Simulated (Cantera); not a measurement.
Feed: 1 mol Si3N4, 0.021 mol CO2, 93 mol H2, held at 2.50 Pa.

Method: chemical equilibrium by Gibbs-energy minimisation in Cantera with the NASA 1993 tables (ideal gas, pure condensed phases). Candidate condensed phases: C, C6H6, C7H8, C8H18, H2O, Si, SiC, SiO2, Si2N2O, Si3N4; 151 gas species. Mutual solubility and eutectic melting of coexisting phases are not modelled. Gases not in the tables: Si2H6 and higher silanes. The numbers say what is thermodynamically allowed, not how fast it happens.

Q: Which condensed phases are stable at each of these points (T (K)): 1373, 1473, 1573, 1673, 1773, 1873, 1973, 2073, 2173?

A: 
| T (K) | condensed phases | Si condensed (%) |
|---|---|---|
| 1373 | Si(s) + SiC(s) | 98.6 |
| 1473 | Si(s) + SiC(s) | 97.9 |
| 1573 | Si(s) + SiC(s) | 91.4 |
| 1673 | Si(s) + SiC(s) | 42.5 |
| 1773 | gas only | 0.0 |
| 1873 | gas only | 0.0 |
| 1973 | gas only | 0.0 |
| 2073 | gas only | 0.0 |
| 2173 | gas only | 0.0 |

From 1373 K to 1673 K the condensed part is Si(s) + SiC(s). From 1773 K to 2173 K nothing is condensed.
